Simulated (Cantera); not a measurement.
## Adiabatic ignition

An adiabatic, constant-pressure homogeneous reactor starts with 16.9 % CO, 7.44 % H2, 3.72 % CH4, 15.1 % O2, 56.8 % N2, at 1700 K and 1.00 bar.

Computed with Cantera and GRI-Mech 3.0 (53 species, 325 reactions).

| t (s) | T (K) | x CO | x H2 | x CH4 | x C2H | x CH2O | x CH2CO | x C2H4 |
|---|---|---|---|---|---|---|---|---|
| 4.00e-6 | 1700 | 0.169 | 0.0744 | 0.0372 | <1e-12 | 2.84e-7 | 5.07e-10 | 7.09e-10 |
| 1.16e-5 | 1701 | 0.169 | 0.0741 | 0.0368 | <1e-12 | 1.90e-5 | 3.15e-8 | 7.56e-7 |
| 3.35e-5 | 2266 | 0.147 | 0.0264 | <1e-12 | <1e-12 | 7.20e-10 | <1e-12 | <1e-12 |
| 9.70e-5 | 2550 | 0.133 | 0.0268 | <1e-12 | <1e-12 | 7.67e-10 | <1e-12 | <1e-12 |
| 0.000281 | 2809 | 0.127 | 0.0233 | <1e-12 | <1e-12 | 1.01e-9 | <1e-12 | <1e-12 |
| 0.000812 | 2858 | 0.125 | 0.0227 | <1e-12 | <1e-12 | 1.14e-9 | <1e-12 | <1e-12 |
| 0.00235 | 2853 | 0.126 | 0.0230 | <1e-12 | <1e-12 | 1.16e-9 | <1e-12 | <1e-12 |
| 0.00681 | 2852 | 0.126 | 0.0230 | <1e-12 | <1e-12 | 1.17e-9 | <1e-12 | <1e-12 |
| 0.0197 | 2852 | 0.126 | 0.0230 | <1e-12 | <1e-12 | 1.17e-9 | <1e-12 | <1e-12 |
| 0.0570 | 2852 | 0.126 | 0.0230 | <1e-12 | <1e-12 | 1.17e-9 | <1e-12 | <1e-12 |
| 0.165 | 2852 | 0.126 | 0.0230 | <1e-12 | <1e-12 | 1.17e-9 | <1e-12 | <1e-12 |
| 0.478 | 2852 | 0.126 | 0.0230 | <1e-12 | <1e-12 | 1.17e-9 | <1e-12 | <1e-12 |
| 1.38 | 2852 | 0.126 | 0.0230 | <1e-12 | <1e-12 | 1.17e-9 | <1e-12 | <1e-12 |
| 4.00 | 2852 | 0.126 | 0.0230 | <1e-12 | <1e-12 | 1.17e-9 | <1e-12 | <1e-12 |
x: mole fraction; the columns are a selection and need not sum to one.

The time of steepest temperature rise comes out as 26.4 µs. The temperature at 4.00 s is 2852 K, the equilibrium temperature is 2852 K and the x(CO) at 4.00 s is 0.126 (gas-phase equilibrium 0.126). The x(H2) at 4.00 s is 0.0230 (gas-phase equilibrium 0.0230) and the x(CH4) at 4.00 s is <1e-12 (gas-phase equilibrium <1e-12).
